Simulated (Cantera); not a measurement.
Cantera run, input and output.

```python
import numpy as np
import cantera as ct

gas = ct.Solution("gri30.yaml")
gas.TPX = 2100, 13332, {'NO': 1, 'N2': 7.5}
reactor = ct.IdealGasConstPressureReactor(gas, energy="off", clone=False)
net = ct.ReactorNet([reactor])
net.rtol, net.atol = 1e-08, 1e-18
show = ['NO', 'O2', 'O', 'NO2', 'N2']
times = np.geomspace(8e-05, 9, 11)

steps = ct.SolutionArray(gas, extra=["t"])
rows = []
print(f"{'t/s':>10s}{'T/K':>9s}{'P/Pa':>11s}" + "".join(f"{s:>11s}" for s in show))
for t in times:
    while net.time < t:
        t_next = net.step()
        steps.append(gas.state, t=t_next)
    rows.append([np.interp(t, steps.t, y) for y in (steps.T, steps.P, *steps(*show).X.T)])
    print(f"{t:10.3e}{rows[-1][0]:9.1f}{rows[-1][1]:11.4g}" + "".join(f"{x:11.3e}" for x in rows[-1][2:]))
rate = np.gradient(steps.T, steps.t)
print("integrator steps:", len(steps.t))
if steps.T.max() > steps.T[0] + 200:
    print(f"time of steepest temperature rise: {steps.t[rate.argmax()]:.4e} s")
gas.TPX = 2100, 13332, {'NO': 1, 'N2': 7.5}
gas.equilibrate("TP")
print(f"equilibrium (TP): T = {gas.T:.1f} K  " + "  ".join(f"{s} {gas[s].X[0]:.3e}" for s in show))
```

It prints:

```
       t/s      T/K       P/Pa         NO         O2          O        NO2         N2
 8.000e-05   2100.0  1.333e+04  1.176e-01  5.227e-10  3.489e-07  1.876e-09  8.824e-01
 2.560e-04   2100.0  1.333e+04  1.176e-01  5.496e-09  1.162e-06  1.588e-08  8.824e-01
 8.191e-04   2100.0  1.333e+04  1.176e-01  6.130e-08  4.154e-06  1.040e-07  8.824e-01
 2.621e-03   2100.0  1.333e+04  1.176e-01  7.628e-07  1.630e-05  5.184e-07  8.824e-01
 8.386e-03   2100.0  1.333e+04  1.176e-01  1.015e-05  6.044e-05  2.023e-06  8.824e-01
 2.683e-02   2100.0  1.333e+04  1.172e-01  1.172e-04  1.590e-04  5.105e-06  8.825e-01
 8.586e-02   2100.0  1.333e+04  1.158e-01  7.710e-04  2.236e-04  7.027e-06  8.831e-01
 2.747e-01   2100.0  1.333e+04  1.109e-01  3.227e-03  2.926e-04  9.106e-06  8.856e-01
 8.790e-01   2100.0  1.333e+04  9.239e-02  1.237e-02  4.638e-04  1.256e-05  8.948e-01
 2.813e+00   2100.0  1.333e+04  4.174e-02  3.754e-02  7.525e-04  9.501e-06  9.199e-01
 9.000e+00   2100.0  1.333e+04  7.221e-03  5.474e-02  8.966e-04  1.977e-06  9.371e-01
integrator steps: 891
equilibrium (TP): T = 2100.0 K  NO 5.605e-03  O2 5.554e-02  O 9.026e-04  NO2 1.546e-06  N2 9.379e-01
```

Computed with Cantera and GRI-Mech 3.0 (53 species, 325 reactions).
